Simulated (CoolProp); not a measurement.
Vapour-liquid equilibrium of m-xylene (1) + o-xylene (2) at 200.05 °C; x and y are mole fractions of (1).

Model: multi-fluid Helmholtz-energy mixture model, Zhou 2012 and Zhou 2012; pair parameters Bell 2016, in CoolProp.

| x | bubble pressure, mixture model (bar) | bubble pressure, Raoult's law (bar) | y, mixture model | y, Raoult's law |
|---|---|---|---|---|
| 0.05 | 3.650 | 3.652 | 0.055 | 0.056 |
| 0.125 | 3.682 | 3.687 | 0.137 | 0.139 |
| 0.2 | 3.717 | 3.722 | 0.217 | 0.220 |
| 0.275 | 3.752 | 3.757 | 0.297 | 0.300 |
| 0.35 | 3.788 | 3.792 | 0.375 | 0.378 |
| 0.425 | 3.825 | 3.828 | 0.452 | 0.455 |
| 0.5 | 3.862 | 3.863 | 0.528 | 0.530 |
| 0.575 | 3.899 | 3.898 | 0.602 | 0.604 |
| 0.65 | 3.935 | 3.933 | 0.675 | 0.677 |
| 0.725 | 3.971 | 3.968 | 0.746 | 0.749 |
| 0.8 | 4.007 | 4.003 | 0.816 | 0.819 |
| 0.875 | 4.042 | 4.038 | 0.886 | 0.888 |
| 0.95 | 4.075 | 4.074 | 0.954 | 0.955 |

The largest gap from Raoult's law is -0.1 % in bubble pressure, at x = 0.2. No azeotrope shows between x = 0.05 and 0.95.

The pair parameters rest on a limited set of measurements; away from them the model extrapolates.
